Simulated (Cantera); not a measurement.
A Cantera script and what it prints.

```python
import numpy as np
import cantera as ct

gas_names = [...]  # 92 gases of nasa_gas.yaml made of C, H, N
cond_names = """
    C(gr) C6H6(L) C7H8(L) C8H18(L),n-octa
""".split()


# ... load() reads the species with a 1 bar reference pressure and builds the phases ...
atoms = {
    'C2H6': {'C': 2, 'H': 6},
    'H2': {'H': 2},
    'N2': {'N': 2},
}
top_T = {'C(gr)': 4500}  # K; cautious upper limits of use, not melting points


# ... equilibrate(T, P, feed) seeds the gas with the atoms and calls Mixture.equilibrate('TP', solver="vcs", rtol=1e-11, max_steps=5000) ...
results = []
feed = {'C2H6': 1, 'H2': 71, 'N2': 23}  # mol
P = 250000  # Pa
for T in [1723, 1823, 1923, 2023, 2123, 2223, 2323, 2423, 2523]:
    mix = equilibrate(T, P, feed)
    results.append((T, P, feed, dict(zip(mix.species_names, mix.species_moles))))
    x = sorted(zip(gas.X, gas.species_names), reverse=True)
    print(f"T = {T:g} K  P = {P:g} Pa  gas = {mix.phase_moles(0):.4g} mol")
    print("   x: " + "  ".join(f"{s} {v:.3e}" for v, s in x if v > 0.0001))
    print("   condensed (mol): " + ("  ".join(f"{mix.phase(i).name} {mix.phase_moles(i):.4g}"
          for i in range(1, mix.n_phases) if mix.phase_moles(i) > 1e-12) or "none"))
```

Output:

```
T = 1723 K  P = 250000 Pa  gas = 96.86 mol
   x: H2 7.600e-01  N2 2.365e-01  HCN 1.758e-03  CH4 1.453e-03  H 1.005e-04
   condensed (mol): C(gr) 1.669
T = 1823 K  P = 250000 Pa  gas = 96.91 mol
   x: H2 7.597e-01  N2 2.358e-01  HCN 2.903e-03  CH4 1.029e-03  H 2.388e-04  C2H2,acetylene 1.606e-04  HNC 1.159e-04
   condensed (mol): C(gr) 1.574
T = 1923 K  P = 250000 Pa  gas = 96.95 mol
   x: H2 7.587e-01  N2 2.348e-01  HCN 4.540e-03  CH4 7.562e-04  H 5.190e-04  C2H2,acetylene 3.425e-04  HNC 2.231e-04
   condensed (mol): C(gr) 1.396
T = 2023 K  P = 250000 Pa  gas = 96.99 mol
   x: H2 7.569e-01  N2 2.335e-01  HCN 6.780e-03  H 1.045e-03  C2H2,acetylene 6.762e-04  CH4 5.724e-04  HNC 4.015e-04
   condensed (mol): C(gr) 1.113
T = 2123 K  P = 250000 Pa  gas = 97.05 mol
   x: H2 7.541e-01  N2 2.318e-01  HCN 9.724e-03  H 1.970e-03  C2H2,acetylene 1.249e-03  HNC 6.817e-04  CH4 4.442e-04
   condensed (mol): C(gr) 0.6996
T = 2223 K  P = 250000 Pa  gas = 97.13 mol
   x: H2 7.498e-01  N2 2.295e-01  HCN 1.346e-02  H 3.508e-03  C2H2,acetylene 2.176e-03  HNC 1.100e-03  CH4 3.518e-04
   condensed (mol): C(gr) 0.1215
T = 2323 K  P = 250000 Pa  gas = 97.26 mol
   x: H2 7.472e-01  N2 2.286e-01  HCN 1.437e-02  H 5.953e-03  C2H2,acetylene 2.265e-03  HNC 1.351e-03  CH4 2.262e-04
   condensed (mol): none
T = 2423 K  P = 250000 Pa  gas = 97.45 mol
   x: H2 7.440e-01  N2 2.280e-01  HCN 1.451e-02  H 9.673e-03  C2H2,acetylene 2.120e-03  HNC 1.550e-03  CH4 1.433e-04
   condensed (mol): none
T = 2523 K  P = 250000 Pa  gas = 97.73 mol
   x: H2 7.392e-01  N2 2.272e-01  H 1.511e-02  HCN 1.457e-02  C2H2,acetylene 1.980e-03  HNC 1.751e-03
   condensed (mol): none
```

Method: chemical equilibrium by Gibbs-energy minimisation in Cantera with the NASA 1993 tables (ideal gas, pure condensed phases).
